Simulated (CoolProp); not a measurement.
The numbers come from the reference Helmholtz-energy equation of state, de Reuck 1993 in CoolProp.

Task: Give the vapour pressure (kPa), vapour viscosity (µPa s), liquid conductivity (mW/(m K)) of saturated methanol at -3.55 °C.

Result: 
| T (°C) | p (kPa) | vapour viscosity (µPa s) | liquid conductivity (mW/(m K)) |
|---|---|---|---|
| -3.55 | 3.23 | 8.73 | 206 |

Viscosity comes from a separate model (Xiang 2006). Thermal conductivity comes from a separate model (Sykioti 2013).
